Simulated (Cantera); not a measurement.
Input (Python, Cantera) and output of one run.

```python
import numpy as np
import cantera as ct

gas_names = """
    H HO2 H2 H2O H2O2 O OH O2 O3 Si SiH SiH2 SiH3 SiH4 SiO SiO2 Si2 Si3
""".split()
cond_names = """
    H2O(s) H2O(L) Si(cr) Si(L) SiO2(Lqz) SiO2(hqz) SiO2(L)
""".split()


# ... load() reads the species with a 1 bar reference pressure and builds the phases ...
atoms = {
    'SiO2': {'Si': 1, 'O': 2},
    'H2': {'H': 2},
}
top_T = {}  # K; cautious upper limits of use, not melting points


# ... equilibrate(T, P, feed) seeds the gas with the atoms and calls Mixture.equilibrate('TP', solver="vcs", rtol=1e-11, max_steps=5000) ...
results = []
feed = {'SiO2': 1, 'H2': 13}  # mol
T = 1625  # K
P = 29000  # Pa
mix = equilibrate(T, P, feed)
results.append((T, P, feed, dict(zip(mix.species_names, mix.species_moles))))
x = sorted(zip(gas.X, gas.species_names), reverse=True)
print(f"T = {T:g} K  P = {P:g} Pa  gas = {mix.phase_moles(0):.4g} mol")
print("   x: " + "  ".join(f"{s} {v:.3e}" for v, s in x if v > 1e-06))
print("   condensed (mol): " + ("  ".join(f"{mix.phase(i).name} {mix.phase_moles(i):.4g}"
      for i in range(1, mix.n_phases) if mix.phase_moles(i) > 1e-12) or "none"))
```

It prints:

```
T = 1625 K  P = 29000 Pa  gas = 13.01 mol
   x: H2 9.991e-01  H2O 4.059e-04  SiO 4.059e-04  H 1.310e-04
   condensed (mol): SiO2(hqz) 0.9947
```

Cantera equilibrium calculation (NASA polynomials, part measured and part estimated; ideal gas, pure solids and liquids). The tables hold silica as quartz up to 1696 K and as liquid above; real silica turns to tridymite and cristobalite and melts near 1996 K.
